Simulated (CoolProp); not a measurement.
The numbers come from the reference Helmholtz-energy equation of state, Gao 2022 in CoolProp.

Task: Give the vapour pressure (MPa), liquid density (kg/m³), vapour density (kg/m³), enthalpy of vaporisation (kJ/kg) of saturated n-perfluoropentane at 335.9 K.

Result: 
| T (K) | p (MPa) | liquid density (kg/m³) | vapour density (kg/m³) | enthalpy of vaporisation (kJ/kg) |
|---|---|---|---|---|
| 335.9 | 0.299 | 1470 | 35.2 | 79.6 |
